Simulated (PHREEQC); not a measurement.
A made-up water analysis in mg/kgw, 55 °C, pH 6.65, pe 0.7:

```
constituent           mg/kgw
------------------  --------
Na                      6.72
K                   0.000453
Ca                      11.4
Mg                      3.65
Cl                      10.1
S(6) as SO4             4.98
Alkalinity as HCO3      46.2
B                     0.0152
Si as SiO2            0.0693
```

Valence states are taken as typed.

All values are PHREEQC results (ion-association model, wateq4f.dat), not measurements.

```json
{
  "ionic_strength": "0.00161 mol/kgw",
  "charge_balance_error": "0.7 %"
}
```

| species | molality | activity | log γ |
|---|---|---|---|
| HCO3- | 0.000752 | 0.000718 | -0.020 |
| CO2 | 0.000310 | 0.000311 | 0.000 |
| Na+ | 0.000292 | 0.000279 | -0.020 |
| Cl- | 0.000285 | 0.000272 | -0.021 |
| Ca+2 | 0.000279 | 0.000231 | -0.081 |
| Mg+2 | 0.000147 | 0.000122 | -0.080 |
| SO4-2 | 4.72e-5 | 3.91e-5 | -0.081 |
| CaHCO3+ | 2.88e-6 | 2.75e-6 | -0.020 |
| CaSO4 | 2.33e-6 | 2.33e-6 | 0.000 |
| MgSO4 | 2.25e-6 | 2.25e-6 | 0.000 |

This is a speciation only: nothing precipitates in the calculation. Complexes and solids missing from the database can't appear. At this temperature some constants are extrapolated from 25 °C, and those without enthalpy data are left unchanged.
